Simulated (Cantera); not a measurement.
A Cantera script and what it prints.

```python
import numpy as np
import cantera as ct

gas_names = """
    H H2 N NH NH2 NH3 N2 N2H2 N2H4 Si SiH SiH2 SiH3 SiH4 SiN Si2 Si2N Si3
""".split()
cond_names = """
    Si(cr) Si(L) Si3N4(a)
""".split()


# ... load() reads the species with a 1 bar reference pressure and builds the phases ...
atoms = {
    'Si3H8': {'Si': 3, 'H': 8},
    'N2': {'N': 2},
}
top_T = {'Si3N4(a)': 2400}  # K; cautious upper limits of use, not melting points


# ... equilibrate(T, P, feed) seeds the gas with the atoms and calls Mixture.equilibrate('TP', solver="vcs", rtol=1e-11, max_steps=5000) ...
results = []
feed = {'Si3H8': 1, 'N2': 33}  # mol
T = 1723.15  # K
P = 660  # Pa
mix = equilibrate(T, P, feed)
results.append((T, P, feed, dict(zip(mix.species_names, mix.species_moles))))
x = sorted(zip(gas.X, gas.species_names), reverse=True)
print(f"T = {T:g} K  P = {P:g} Pa  gas = {mix.phase_moles(0):.4g} mol")
print("   x: " + "  ".join(f"{s} {v:.3e}" for v, s in x if v > 1e-06))
print("   condensed (mol): " + ("  ".join(f"{mix.phase(i).name} {mix.phase_moles(i):.4g}"
      for i in range(1, mix.n_phases) if mix.phase_moles(i) > 1e-12) or "none"))
```

Result:

```
T = 1723.15 K  P = 660 Pa  gas = 35.02 mol
   x: N2 8.853e-01  H2 1.138e-01  H 7.584e-04  Si 8.188e-05  SiN 3.514e-06  Si2N 3.383e-06  SiH 3.226e-06  SiH2 1.061e-06
   condensed (mol): Si3N4(a) 0.9989
```

Equilibrium computed with Cantera from the NASA thermochemical tables; the gas is ideal and each condensed phase is pure. The feed counts by its element totals alone.
